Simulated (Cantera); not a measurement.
A closed system holds: 1 mol Fe3O4, a varied amount of CO, 0.11 mol N2, equilibrated at 1150 K and 0.000320 bar.

Method: chemical equilibrium by Gibbs-energy minimisation in Cantera with the NASA 1993 tables (ideal gas, pure condensed phases). Candidate condensed phases: C, Fe, Fe(CO)5, FeO, Fe2O3, Fe3O4; 27 gas species. Mutual solubility and eutectic melting of coexisting phases are not modelled. The tables' stoichiometric FeO is somewhat more stable than real wüstite, so its field is too wide. FeO: taken at fixed stoichiometry. Rates play no part.

### Question
Which condensed phases are stable at each of these points (n(CO) (mol)): 0.52, 0.68, 0.9, 1.2, 1.5, 2, 2.7, 3.5?

### Answer
| n(CO) (mol) | condensed phases | Fe condensed (%) |
|---|---|---|
| 0.52 | FeO(s) + Fe3O4(s) | 100.0 |
| 0.68 | FeO(s) + Fe3O4(s) | 100.0 |
| 0.9 | FeO(s) + Fe3O4(s) | 100.0 |
| 1.2 | FeO(s) | 100.0 |
| 1.5 | FeO(s) | 100.0 |
| 2 | FeO(s) | 100.0 |
| 2.7 | FeO(s) | 100.0 |
| 3.5 | FeO(s) | 100.0 |

From 0.52 mol CO to 0.9 mol CO the condensed part is FeO(s) + Fe3O4(s). From 1.2 mol CO to 3.5 mol CO the condensed part is FeO(s).
